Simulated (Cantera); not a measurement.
Feed: 1 mol C3H6, 1.8 mol CO2, held at 2975 K and 2850 Torr.

Cantera equilibrium calculation (NASA polynomials, part measured and part estimated; ideal gas, pure solids and liquids). Candidate condensed phases: C, C6H6, C7H8, C8H18, H2O; 110 gas species. Rates play no part.

### Question
What is the equilibrium state?

### Answer
| Item | Value |
|---|---|
| x(CO) | 0.532 |
| x(H2) | 0.396 |
| x(H) | 0.0472 |
| x(C2H2 (acetylene)) | 0.0229 |
| x(C4H2) | 0.000552 |
| x(C2H) | 0.000452 |
| x(CH3) | 9.07e-5 |
| x(C2H2 (vinylidene)) | 6.81e-5 |
| x(C3) | 6.27e-5 |
| n(C(graphite)) | 0.865 mol |
| gas amount | 6.761 mol |
